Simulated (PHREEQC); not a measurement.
Make-up at 30 °C: 7.8 mmol/kgw TMAH and 1.2 mmol/kgw KH2PO4. Closed to the air; pH follows from the charge balance.

Equilibrium calculation in PHREEQC: ion-association model, wateq4f.dat.

This is a speciation only: nothing precipitates in the calculation.

Problem. Order these P species by the share of P that they hold, largest first: KHPO4-, HPO4-2, PO4-3.

Solution. HPO4-2 (75 %), PO4-3 (25 %), KHPO4- (0.11 %)

The pH is 11.59 and the ionic strength 0.0108 mol/kgw. Species that the database lacks are ignored. (CH3)4N+ isn't in the database: it is added as a free cation with an ion size of 4 Å. H3PO4, which wateq4f.dat lacks, is added to it with the constant of phreeqc.dat.
